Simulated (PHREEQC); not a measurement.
0.12 g of hydrous ferric oxide (600 m²/g; 0.2 weak and 0.005 strong sites per Fe, Dzombak-Morel constants, diffuse double layer) in 1 kg of water with 0.01 mol/kgw of an inert sodium salt and 0.00088 mmol/kgw ZnCl2 and 0.014 mmol/kgw H3BO3, at 25 °C; the pH is set by adding NaOH or the inert anion's acid. Oxygen alone is held at its pressure in air (log pO2 = -0.68). The system is closed to CO2. No solid was allowed to form.

Base run: PHREEQC, ion-association model, wateq4f.dat. Each further column changes one thing. The table gives Zn sorbed (%).

```json
[
 {"pH": "4", "base": "0.0", "no electrostatic term (-no_edl)": "0.0", "background salt from 0.01 to 0.001 mol/kgw": "0.0", "oxide from 0.12 to 0.6 g/kgw": "0.1", "0.00081 mol/kgw MgCl2 added": "0.0"},
 {"pH": "4.75", "base": "0.3", "no electrostatic term (-no_edl)": "0.7", "background salt from 0.01 to 0.001 mol/kgw": "0.2", "oxide from 0.12 to 0.6 g/kgw": "1.4", "0.00081 mol/kgw MgCl2 added": "0.3"},
 {"pH": "5.5", "base": "5.6", "no electrostatic term (-no_edl)": "18.6", "background salt from 0.01 to 0.001 mol/kgw": "4.8", "oxide from 0.12 to 0.6 g/kgw": "22.9", "0.00081 mol/kgw MgCl2 added": "5.7"},
 {"pH": "6.25", "base": "55.4", "no electrostatic term (-no_edl)": "86.0", "background salt from 0.01 to 0.001 mol/kgw": "55.1", "oxide from 0.12 to 0.6 g/kgw": "86.7", "0.00081 mol/kgw MgCl2 added": "55.2"},
 {"pH": "7", "base": "96.7", "no electrostatic term (-no_edl)": "99.3", "background salt from 0.01 to 0.001 mol/kgw": "97.0", "oxide from 0.12 to 0.6 g/kgw": "99.4", "0.00081 mol/kgw MgCl2 added": "96.5"},
 {"pH": "7.75", "base": "99.9", "no electrostatic term (-no_edl)": "99.9", "background salt from 0.01 to 0.001 mol/kgw": "99.9", "oxide from 0.12 to 0.6 g/kgw": "100.0", "0.00081 mol/kgw MgCl2 added": "99.8"},
 {"pH": "8.5", "base": "100.0", "no electrostatic term (-no_edl)": "100.0", "background salt from 0.01 to 0.001 mol/kgw": "100.0", "oxide from 0.12 to 0.6 g/kgw": "100.0", "0.00081 mol/kgw MgCl2 added": "99.9"},
 {"pH": "9.25", "base": "100.0", "no electrostatic term (-no_edl)": "99.9", "background salt from 0.01 to 0.001 mol/kgw": "100.0", "oxide from 0.12 to 0.6 g/kgw": "100.0", "0.00081 mol/kgw MgCl2 added": "99.1"},
 {"pH": "10", "base": "100.0", "no electrostatic term (-no_edl)": "97.3", "background salt from 0.01 to 0.001 mol/kgw": "100.0", "oxide from 0.12 to 0.6 g/kgw": "100.0", "0.00081 mol/kgw MgCl2 added": "81.9"}
]
```
